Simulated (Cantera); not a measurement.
Feed: 1 mol Fe, 0.16 mol O₂, 18 mol H₂, equilibrated at 1448.15 K and 548 Torr.

These are equilibrium values from Cantera (NASA tables, ideal gas, pure condensed phases), not measurements of a reactor. Candidate condensed phases: Fe, FeO, Fe(OH)₂, Fe(OH)₃, Fe₂O₃, Fe₃O₄, H₂O; 12 gas species. Rates play no part.

Base state: H₂ 0.982, H₂O 0.0178, H 1.07e-5 (mole fractions); condensed: Fe(γ).

### Question
What changes in the equilibrium state with this change: O₂ from 0.16 to 0.84 mol?

### Answer
```tsv
species	before	after
H₂	0.982	0.907
H₂O	0.0178	0.0933
H	1.07e-5	1.03e-5
Fe(γ), mol	1.000	1.000
```

### Question
What changes in the equilibrium state with this change: temperature from 1448.15 K to 2023.15 K?

### Answer
```
species      before     after
----------  -------  --------
H₂            0.982     0.979
H₂O          0.0178    0.0177
H           1.07e-5   0.00220
Fe          6.55e-8  0.000646
Fe(γ), mol    1.000         0
Fe(l), mol        0     0.988
```

### Question
What changes in the equilibrium state with this change: O₂ from 0.16 to 2 mol?

### Answer
```json
[
 {"species": "H₂", "before": "0.982", "after": "0.778"},
 {"species": "H₂O", "before": "0.0178", "after": "0.222"},
 {"species": "H", "before": "1.07e-5", "after": "9.53e-6"},
 {"species": "Fe(γ), mol", "before": "1.000", "after": "1.000"}
]
```
